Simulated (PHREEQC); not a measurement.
A column of 0.2 m (30 cells, dispersivity 0.01 m, 300 s a shift, diffusion coefficient 3e-10 m²/s) holds 0.029 eq of the database's cation exchanger X per kg of pore water, first in equilibrium with 0.0041 mol KCl and 1e-05 mol HCl per kg of water. It is flushed with 0.004 mol BaCl2, 0.0046 mol PbCl2 and 1e-05 mol HCl per kg of water, at 25 °C. Values are for the last cell. No CO2 enters from the air. No solid was allowed to form.

The series has 31 steps of pore volumes, from 0 to 6.017.

The numbers come from PHREEQC with the ion-association model, phreeqc.dat.

### Question
After how many pore volumes does Pb at the outlet first reach half of its feed value?

### Answer
By 2.6 pore volumes.

### Question
After how many pore volumes does Ba at the outlet first reach half of its feed value?

### Answer
By 2.6 pore volumes.
